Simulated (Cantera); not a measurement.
Input (Python, Cantera):

```python
import numpy as np
import cantera as ct

gas = ct.Solution("gri30.yaml")
gas.TPX = 1425, 860, {'H2': 0.0063, 'O2': 1, 'N2': 3.5}
reactor = ct.IdealGasConstPressureReactor(gas, energy="off", clone=False)
net = ct.ReactorNet([reactor])
net.rtol, net.atol = 1e-08, 1e-18
show = ['H2', 'O2', 'OH', 'H', 'NO', 'H2O2']
times = np.geomspace(2e-05, 4, 13)

steps = ct.SolutionArray(gas, extra=["t"])
rows = []
print(f"{'t/s':>10s}{'T/K':>9s}{'P/Pa':>11s}" + "".join(f"{s:>11s}" for s in show))
for t in times:
    while net.time < t:
        t_next = net.step()
        steps.append(gas.state, t=t_next)
    rows.append([np.interp(t, steps.t, y) for y in (steps.T, steps.P, *steps(*show).X.T)])
    print(f"{t:10.3e}{rows[-1][0]:9.1f}{rows[-1][1]:11.4g}" + "".join(f"{x:11.3e}" for x in rows[-1][2:]))
rate = np.gradient(steps.T, steps.t)
print("integrator steps:", len(steps.t))
if steps.T.max() > steps.T[0] + 200:
    print(f"time of steepest temperature rise: {steps.t[rate.argmax()]:.4e} s")
gas.TPX = 1425, 860, {'H2': 0.0063, 'O2': 1, 'N2': 3.5}
gas.equilibrate("TP")
print(f"equilibrium (TP): T = {gas.T:.1f} K  " + "  ".join(f"{s} {gas[s].X[0]:.3e}" for s in show))
```

It prints:

```
       t/s      T/K       P/Pa         H2         O2         OH          H         NO       H2O2
 2.000e-05   1425.0        860  1.398e-03  2.219e-01  9.939e-12  1.216e-10  1.192e-21  5.128e-16
 5.531e-05   1425.0        860  1.398e-03  2.219e-01  6.937e-11  2.947e-10  2.653e-20  3.885e-15
 1.529e-04   1425.0        860  1.398e-03  2.219e-01  4.224e-10  5.903e-10  5.691e-19  2.897e-14
 4.229e-04   1425.0        860  1.398e-03  2.219e-01  2.000e-09  8.825e-10  9.736e-18  2.065e-13
 1.170e-03   1425.0        860  1.398e-03  2.219e-01  7.581e-09  1.265e-09  1.219e-16  1.322e-12
 3.234e-03   1425.0        860  1.398e-03  2.219e-01  3.136e-08  2.817e-09  1.414e-15  6.717e-12
 8.944e-03   1425.0        860  1.398e-03  2.219e-01  2.719e-07  1.857e-08  2.600e-14  2.511e-11
 2.473e-02   1425.0        860  1.336e-03  2.219e-01  3.479e-05  2.328e-06  4.406e-12  7.813e-11
 6.840e-02   1425.0        860  5.571e-06  2.205e-01  2.079e-04  2.546e-05  1.394e-09  5.684e-10
 1.891e-01   1425.0        860  3.413e-06  2.206e-01  1.961e-04  2.376e-05  7.701e-09  5.161e-10
 5.231e-01   1425.0        860  3.275e-06  2.206e-01  1.921e-04  2.229e-05  2.837e-08  5.040e-10
 1.446e+00   1425.0        860  2.935e-06  2.207e-01  1.819e-04  1.880e-05  8.655e-08  4.725e-10
 4.000e+00   1425.0        860  2.226e-06  2.208e-01  1.585e-04  1.228e-05  2.190e-07  3.979e-10
integrator steps: 663
equilibrium (TP): T = 1425.0 K  H2 2.116e-08  O2 2.209e-01  OH 1.548e-05  H 1.077e-08  NO 8.513e-04  H2O2 7.981e-12
```

Model: GRI-Mech 3.0 (53 species, 325 reactions), integrated in Cantera. Radical loss at walls, strong at low pressure, is not modelled.
